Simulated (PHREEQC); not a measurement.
Dissolve 18 mmol/kgw NaNO3 at 77 °C. Closed to the air; pH follows from the charge balance.

Equilibrium calculation in PHREEQC: ion-association model, phreeqc.dat.

No solid was allowed to form.

Problem. What specific conductance does the model give?

Solution. specific conductance 4780 µS/cm.

Complexes and solids missing from the database can't appear. Away from 25 °C the constants follow the database's enthalpies or fits; those with neither stay at their 25 °C values.
